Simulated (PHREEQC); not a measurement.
## Copper plating or etch bath

Solution (25 °C): 0.85 mmol/kgw Cu(NO3)2 and 14 mmol/kgw HBF4. Closed to the air; pH follows from the charge balance.

All values are PHREEQC results (ion-association model, wateq4f.dat), not measurements.

No solid was allowed to form.

Problem. Estimate the pH, ionic strength.

Solution. pH 1.94; ionic strength 0.0154 mol/kgw.

Problem. In which forms is F present?

Solution. BF4- 83 %, HF 12 %, BF3OH- 3.5 %, F- 0.8 % of the F.

Real BF4- forms and hydrolyses slowly; the run takes it at equilibrium.
